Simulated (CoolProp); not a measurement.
Properties of tetradecamethylhexasiloxane (MD4M) along the isotherm 345.3 K.

Values from CoolProp's reference Helmholtz-energy equation of state, Thol 2019.

```tsv
p (bar)	phase	Z	cp (kJ/(kg K))	cv (kJ/(kg K))	expansivity (1/kK)	fugacity coefficient
10.4	liquid	0.1973	1.820	1.562	(withheld)	5.715e-5
20.7	liquid	0.3919	1.819	1.562	(withheld)	3.490e-5
31.1	liquid	0.5875	1.818	1.562	1.109	2.828e-5
41.4	liquid	0.7805	(withheld)	1.563	1.094	(withheld)
51.8	liquid	0.9747	1.816	1.563	1.080	(withheld)
62.1	liquid	1.166	1.815	1.563	1.067	2.539e-5
72.5	liquid	1.359	1.814	1.563	(withheld)	2.644e-5
82.9	liquid	(withheld)	1.813	1.564	1.042	(withheld)
```

Q: Some entries are withheld; supply them.

A: 
- 10.4, expansivity (1/kK): 1.140
- 20.7, expansivity (1/kK): 1.124
- 41.4, cp (kJ/(kg K)): 1.817
- 41.4, fugacity coefficient: 2.580e-5
- 51.8, fugacity coefficient: 2.508e-5
- 72.5, expansivity (1/kK): 1.055
- 82.9, Z: 1.551
- 82.9, fugacity coefficient: 2.809e-5
